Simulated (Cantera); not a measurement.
Feed: 1 mol SiC, 1.3 mol O₂, 11 mol H₂, held at 0.133 bar.

Cantera equilibrium calculation (NASA polynomials, part measured and part estimated; ideal gas, pure solids and liquids). Candidate condensed phases: C, C₆H₆, C₇H₈, C₈H₁₈, H₂O, Si, SiC, SiO₂; 123 gas species. Mutual solubility and eutectic melting of coexisting phases are not modelled. The tables hold silica as quartz up to 1696 K and as liquid above; real silica turns to tridymite and cristobalite and melts near 1996 K. The numbers say what is thermodynamically allowed, not how fast it happens.

x: gas mole fraction; n: condensed amount in mol.

```csv
T (K),x H₂,x CO,x SiO,x H₂O,x H,n C(graphite),n SiO₂(β-quartz),n SiC(s),n SiO₂(condensed)
1325,0.947,0.0517,8.24e-7,4.70e-5,4.36e-6,0.391,1.000,0,0
1400,0.948,0.0517,(withheld),2.44e-5,(withheld),0.394,1.000,0,0
1475,0.927,0.0729,0.000230,2.49e-5,3.42e-5,0,0.866,0.132,0
1550,0.925,0.0733,0.00150,3.20e-5,8.30e-5,0,0.855,0.127,0
1625,0.917,0.0749,0.00818,4.02e-5,0.000185,0,0.801,0.101,0
1700,0.887,0.0806,0.0323,5.69e-5,0.000380,0,0,0,0.599
1775,0.886,0.0806,0.0325,0.000273,0.000746,0,0,0,0.597
1850,0.884,0.0805,0.0333,(withheld),(withheld),0,0,0,0.586
1925,0.877,0.0801,0.0361,0.00388,0.00245,0,0,0,0.551
```

**Question.** What belongs in the gaps?

**Answer.** 
- 1850, x H₂O: 0.00112
- 1850, x H: 0.00139
- 1400, x SiO: 2.24e-5
- 1400, x H: 1.30e-5
